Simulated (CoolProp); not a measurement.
The fluid at 293.15 K and 0.104 MPa is throttled through a valve to 0.0404 MPa with no heat exchange. The same conditions are run with several fluids, on thermodynamics alone (safety and materials aside).

Computed with CoolProp (reference Helmholtz-energy equation of state of each fluid (CF4 (R14): Platzer 1990; carbon dioxide: Span 1996; sulfur hexafluoride: Guder 2009; R22: Kamei 1995; hydrogen chloride: Thol 2018)). The equations of Platzer and Polt are older, rougher fits.

Question: Rank CF4 (R14), carbon dioxide, sulfur hexafluoride, R22, hydrogen chloride by temperature change (K), highest first.

Answer: CF4 (R14) (-0.4), sulfur hexafluoride (-0.6), carbon dioxide (-0.7), hydrogen chloride (-1.0), R22 (-1.5)

```json
[
 {"fluid": "CF4 (R14)", "final density (kg/m³)": "1.46"},
 {"fluid": "carbon dioxide", "final density (kg/m³)": "0.733"},
 {"fluid": "sulfur hexafluoride", "final density (kg/m³)": "2.44"},
 {"fluid": "R22", "final density (kg/m³)": "1.45"},
 {"fluid": "hydrogen chloride", "final density (kg/m³)": "0.608"}
]
```
